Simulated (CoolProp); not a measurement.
Model: reference Helmholtz-energy equation of state, Span 1996, in CoolProp.

For carbon dioxide, give the phase and the speed of sound (m/s), Joule-Thomson coefficient (K/MPa), viscosity (µPa s), conductivity (mW/(m K)) at 71.55 °C and 3.01 MPa; 71.55 °C and 73.8 MPa.


- 71.55 °C and 3.01 MPa: gas; speed of sound 273, Joule-Thomson coefficient 7.55, viscosity 17.6, conductivity 22.1
- 71.55 °C and 73.8 MPa: supercritical; speed of sound 818, Joule-Thomson coefficient -0.115, viscosity 115, conductivity 126

Viscosity comes from a separate model (Laesecke 2017). Thermal conductivity comes from a separate model (Huber 2016).
